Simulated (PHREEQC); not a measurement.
A column of 0.1 m (40 cells, dispersivity 0.0035 m, 300 s a shift, diffusion coefficient 3e-10 m²/s) holds 0.11 eq of the database's cation exchanger X per kg of pore water, first in equilibrium with 3.8 mmol/kgw NH4Cl and 0.01 mmol/kgw HCl. It is flushed with 0.064 mol NaCl, 0.0025 mol PbCl2 and 1e-05 mol HCl per kg of water, at 15 °C. Values are for the last cell. No CO2 enters from the air. Nothing may precipitate in this run.

Base run: PHREEQC, ion-association model, phreeqc.dat. Each further column changes one thing. The table gives Na in solution (mol/kgw).

```csv
pore volumes,base,exchange capacity from 0.11 to 0.055 eq/kgw,dispersivity from 0.0035 to 0.007 m
0,0,0,0
0.4125,0,0,5.43e-14
1.012,0.00251,0.00895,0.00592
1.613,0.0271,0.0416,0.0292
2.013,0.0378,0.0510,0.0392
2.413,0.0446,0.0564,0.0455
3.013,0.0513,0.0612,0.0516
3.612,0.0557,0.0641,0.0557
4.013,0.0578,0.0655,0.0577
4.412,0.0596,0.0665,0.0593
5.013,0.0617,0.0675,0.0613
5.612,0.0633,0.0682,0.0628
6.013,0.0642,0.0685,0.0637
```
